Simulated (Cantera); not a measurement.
A closed system holds: 1 mol c-C4F8, 0.32 mol H2, equilibrated at 1198.15 K and 100 Torr.

These are equilibrium values from Cantera (NASA tables, ideal gas, pure condensed phases), not measurements of a reactor. Candidate condensed phases: C, C6H6, C7H8, C8H18; 95 gas species. The feed counts by its element totals alone. Gases not in the tables: C2F6 and larger saturated fluorocarbons. Equilibrium is a limit: real reactors are often held back by kinetics, nucleation or transport.

Base state: CF4 0.742, HF 0.258 (mole fractions); condensed: C(graphite).

### Question
What changes in the equilibrium state with this change: temperature from 1198.15 K to 2150 K?

### Answer
```
species            before     after
----------------  -------  --------
CF4                 0.742     0.651
HF                  0.258     0.244
CF2               3.49e-7    0.0780
F                 1.39e-8    0.0174
CF                  <1e-9  0.000160
CF3               4.20e-7   0.00893
C2F4                <1e-9   1.24e-5
C(graphite), mol     2.16      2.06
```
The tables' values for C2F4 are old estimates; treat these amounts as uncertain.
